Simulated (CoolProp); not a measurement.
A single-stage vapour-compression cycle with the fluid: evaporating at 298.15 K (dew point), condensing at 318.15 K (bubble point), superheat 2 K, subcooling 8 K, compressor efficiency 0.6, no pressure losses. The same conditions are run with several fluids, on thermodynamics alone (safety and materials aside).

Computed with CoolProp (reference Helmholtz-energy equation of state of each fluid (vinyl chloride: Thol 2022; C3F8 (R218): Lemmon 2006; isobutane: Bücker 2006; R236FA: Pan 2012; R407C: Lemmon 2003; carbonyl sulfide: Lemmon 2006)). Blends and air are pseudo-pure fits.

| fluid | cooling COP | pressure ratio | discharge temperature (K) | refrigerating effect (kJ/kg) | volumetric capacity (kJ/m³) |
|---|---|---|---|---|---|
| vinyl chloride | 8.63 | 1.74 | (withheld) | 306 | 3260 |
| C3F8 (R218) | (withheld) | 1.66 | 318.8 | (withheld) | (withheld) |
| isobutane | 8.59 | 1.72 | 324.4 | 303 | 2740 |
| R236FA | 8.59 | 1.86 | (withheld) | 132 | 2400 |
| R407C | 6.39 | 1.93 | 339.8 | 167 | 7200 |
| carbonyl sulfide | (withheld) | 1.59 | 344.8 | 230 | 8460 |

**Question.** Complete the blanks.

**Answer.** 
- vinyl chloride, discharge temperature (K): 342.6
- C3F8 (R218), cooling COP: 7.80
- C3F8 (R218), refrigerating effect (kJ/kg): 63.7
- C3F8 (R218), volumetric capacity (kJ/m³): 5370
- R236FA, discharge temperature (K): 322.4
- carbonyl sulfide, cooling COP: 8.23
